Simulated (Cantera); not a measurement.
A freely propagating, adiabatic, planar premixed flame of CH4 : C2H6 : O2 : N2 = 0.76 : 0.052 : 2.18 : 8.2 (molar parts), equivalence ratio 0.78, unburnt at 598 K and 0.132 atm; mixture-averaged transport, grid criteria slope 0.08 and curve 0.16, no radiation.

Cantera simulation using GRI-Mech 3.0 (53 species, 325 reactions); the numbers are that mechanism's predictions, not measurements. Burning velocities carry a grid error of a few per cent, more on coarse grids.

x: mole fraction of selected species; z is measured from the peak of heat release.

```
z (mm)  T (K)  u (m/s)    x CH4    x C2H6    x O2       x H     x NO      x H2
------  -----  -------  -------  --------  ------  --------  -------  --------
-6.38     598     1.60   0.0679   0.00464   0.195     <1e-8    <1e-8  0.000483
-4.25     599     1.60   0.0678   0.00464   0.194   1.27e-7    <1e-8   0.00158
-3.19     602     1.62   0.0675   0.00463   0.194         ?    <1e-8         ?
-2.13     630     1.70   0.0657   0.00456   0.192   2.01e-5  1.80e-8   0.00655
-1.06     881     2.40   0.0521   0.00387   0.172  0.000368  2.45e-7    0.0134
-0.531   1215     3.36   0.0318   0.00190   0.140   0.00140  7.13e-7    0.0171
0        1565     4.36  0.00956  0.000154  0.0987   0.00417  1.71e-6    0.0175
0.531    1717     4.80        ?         ?       ?         ?        ?         ?
1.06     1750     4.88  7.42e-5     <1e-8  0.0612   0.00985  3.90e-6    0.0103
2.13     1775     4.93  2.01e-7     <1e-8  0.0550    0.0115  4.94e-6   0.00950
4.25     1807     5.00    <1e-8     <1e-8  0.0521    0.0115  6.54e-6   0.00971
8.50     1850     5.10    <1e-8     <1e-8  0.0507   0.00986  9.55e-6   0.00913
17.0     1910     5.25    <1e-8     <1e-8  0.0493   0.00721  1.53e-5   0.00788
```

### Question
Fill in the missing entries.

### Answer

- -3.19, x H: 1.27e-6
- -3.19, x H2: 0.00313
- 0.531, x CH4: 0.00112
- 0.531, x C2H6: 1.05e-6
- 0.531, x O2: 0.0718
- 0.531, x H: 0.00761
- 0.531, x NO: 3.01e-6
- 0.531, x H2: 0.0132
